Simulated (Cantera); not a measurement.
## Silicon carbide growth: CH₃SiH₃ + C₂H₄ + H₂ + C₂H₂

A closed system holds: 1 mol CH₃SiH₃, 0.063 mol C₂H₄, 240 mol H₂, 0.051 mol C₂H₂, at 130 Pa.

Cantera equilibrium calculation (NASA polynomials, part measured and part estimated; ideal gas, pure solids and liquids). Candidate condensed phases: C, C₆H₆, C₇H₈, C₈H₁₈, Si, SiC; 87 gas species. The feed counts by its element totals alone. Kinetics and transport are ignored.

```csv
T (K),x H₂,x H,x Si,x C₂H₂ (acetylene),n C(graphite),n SiC(s)
1000,1.000,6.29e-8,<1e-12,1.14e-9,0.198,1.00
1100,1.000,7.17e-7,<1e-12,1.33e-8,0.217,1.00
1200,1.000,5.47e-6,1.80e-12,1.03e-7,0.223,1.00
1300,1.000,3.07e-5,9.86e-11,5.76e-7,0.225,1.00
1400,1.000,0.000135,3.04e-9,2.52e-6,0.225,1.000
1500,0.999,0.000488,5.90e-8,9.02e-6,0.223,1.000
1600,0.998,0.00151,7.88e-7,2.75e-5,0.214,1.000
1700,0.996,0.00408,7.74e-6,7.31e-5,0.194,0.998
1800,0.990,0.00988,5.88e-5,0.000174,0.158,0.984
1900,0.977,0.0218,0.000360,0.000373,0.135,0.903
2000,0.953,0.0440,0.00184,0.000732,0.326,0.486
2100,0.912,0.0825,0.00350,0.00132,0.423,0
2200,0.850,0.144,0.00340,0.00200,0,0
2300,0.760,0.234,0.00330,0.00191,0,0
```
x: gas mole fraction; n: condensed amount in mol.

From 1000 K to 2000 K the condensed part is C(graphite) + SiC(s). At 2100 K the condensed part is C(graphite). From 2200 K to 2300 K nothing is condensed.
